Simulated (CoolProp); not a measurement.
Water along the isobar 19400 kPa: density (kg/m³) from the reference equation and from simpler models built on Tc = 373.9 °C, pc = 22060 kPa, ω = 0.344; each cubic takes its own stable root.

The numbers come from the reference Helmholtz-energy equation of state, Wagner 2002 in CoolProp.

```tsv
T (°C)	phase	reference	van der Waals	Soave-Redlich-Kwong	Peng-Robinson
135.15	liquid	940.2	455.0	689.8	777.9
157.95	liquid	920.1	444.3	672.1	758.6
180.65	liquid	898.1	433.0	652.9	737.6
203.45	liquid	873.7	420.8	631.6	___
226.15	liquid	846.9	407.7	608.3	___
248.95	liquid	817.0	393.2	582.0	658.8
271.65	liquid	783.3	377.0	552.4	625.3
294.35	liquid	744.4	358.3	___	586.1
```

### Question
Some entries are withheld; supply them.

### Answer

- 203.45, Peng-Robinson: 714.2
- 226.15, Peng-Robinson: 688.2
- 294.35, Soave-Redlich-Kwong: 518.1
